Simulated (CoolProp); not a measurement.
A closed Brayton cycle with carbon dioxide: compressor inlet 331.15 K and 8.2 MPa, high pressure 18.6 MPa, turbine inlet 830 K, compressor efficiency 0.8, turbine efficiency 0.93, recuperator effectiveness 0.8 (on enthalpy, no pinch check). Each further row changes one setting.

Model: reference Helmholtz-energy equation of state, Span 1996, in CoolProp.

```
case                           thermal efficiency (%)  net work (kJ/kg)  compressor to turbine work  compressor exit (K)  turbine exit (K)
-----------------------------  ----------------------  ----------------  --------------------------  -------------------  ----------------
as stated                                        26.7              66.3                        0.41                404.3             728.3
turbine inlet 780 K                              25.6              58.7                        0.44                404.3             682.1
compressor inlet 341.15 K                        25.8              61.4                        0.46                418.4             728.3
high pressure 15.8 MPa                           24.4              55.4                        0.40                389.3             748.1
recuperator effectiveness 0.5                    18.4              66.3                        0.41                404.3             728.3
```
